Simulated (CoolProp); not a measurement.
Vapour-liquid equilibrium of nitrogen (1) + methane (2) at -170.75 °C; x and y are mole fractions of (1).

The numbers come from the multi-fluid Helmholtz-energy mixture model, Span 2000 and Setzmann 1991; pair parameters Kunz 2012 in CoolProp.

```tsv
x	bubble pressure, mixture model (bar)	bubble pressure, Raoult's law (bar)	y, mixture model	y, Raoult's law
0.05	___	0.8746	0.643	0.523
0.15	___	1.746	___	0.786
0.25	3.531	2.618	0.887	0.874
0.35	4.373	3.490	0.914	0.918
0.45	5.100	4.362	0.931	0.945
0.55	5.766	5.234	0.944	0.962
0.65	___	6.106	0.956	0.975
0.75	___	6.977	___	0.984
0.85	7.824	7.849	___	0.992
0.95	8.673	8.721	0.992	0.997
```

Task: What belongs in the gaps?

Result: 
- 0.05, bubble pressure, mixture model (bar): 1.222
- 0.15, bubble pressure, mixture model (bar): 2.510
- 0.15, y, mixture model: 0.833
- 0.65, bubble pressure, mixture model (bar): 6.414
- 0.75, bubble pressure, mixture model (bar): 7.086
- 0.75, y, mixture model: 0.967
- 0.85, y, mixture model: 0.979

The largest gap from Raoult's law is +43.8 % in bubble pressure, at x = 0.15. No azeotrope shows between x = 0.05 and 0.95.

The pair parameters rest on a limited set of measurements; away from them the model extrapolates. The gap from Raoult's law changes sign with composition, which may be real or a fault of the pair parameters; it wasn't checked against measurements.
